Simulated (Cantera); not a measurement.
A closed system holds: 1 mol Si, 9.2 mol HBr, 54 mol N2, held at 0.0165 Torr.

Method: chemical equilibrium by Gibbs-energy minimisation in Cantera with the NASA 1993 tables (ideal gas, pure condensed phases). Candidate condensed phases: Br2, Si, Si3N4; 28 gas species. N2 is the only nitrogen source here; it is nearly inert below about 1500 K, so the nitride shown seldom forms there in practice. The tables' values for SiBr3 are old estimates; treat these amounts as uncertain. Rates play no part.

x: gas mole fraction; n: condensed amount in mol.

| T (K) | x N2 | x HBr | x H2 | x Br | x SiBr4 | n Si3N4(s) |
|---|---|---|---|---|---|---|
| 825 | 0.857 | 0.131 | 0.00825 | 2.47e-5 | 0.00412 | 0.248 |
| 850 | 0.857 | 0.131 | 0.00815 | 4.76e-5 | 0.00406 | 0.249 |
| 875 | 0.857 | 0.131 | 0.00807 | 8.83e-5 | 0.00401 | 0.250 |
| 900 | 0.857 | 0.131 | 0.00799 | 0.000158 | 0.00395 | 0.251 |
| 925 | 0.856 | 0.131 | 0.00794 | 0.000275 | 0.00388 | 0.252 |
| 950 | 0.856 | 0.131 | 0.00790 | 0.000464 | 0.00380 | 0.253 |
| 975 | 0.856 | 0.131 | 0.00790 | 0.000759 | 0.00369 | 0.254 |
| 1000 | 0.856 | 0.131 | 0.00796 | 0.00121 | 0.00353 | 0.254 |
| 1025 | 0.855 | 0.131 | 0.00810 | 0.00187 | 0.00329 | 0.253 |
| 1050 | 0.855 | 0.130 | 0.00838 | 0.00279 | ? | 0.250 |
| 1075 | 0.854 | 0.129 | 0.00892 | 0.00402 | ? | 0.242 |
| 1100 | 0.853 | 0.127 | 0.00984 | 0.00554 | ? | 0.226 |

**Question.** Complete the blanks.

**Answer.** 
- 1050, x SiBr4: 0.00293
- 1075, x SiBr4: 0.00244
- 1100, x SiBr4: 0.00184
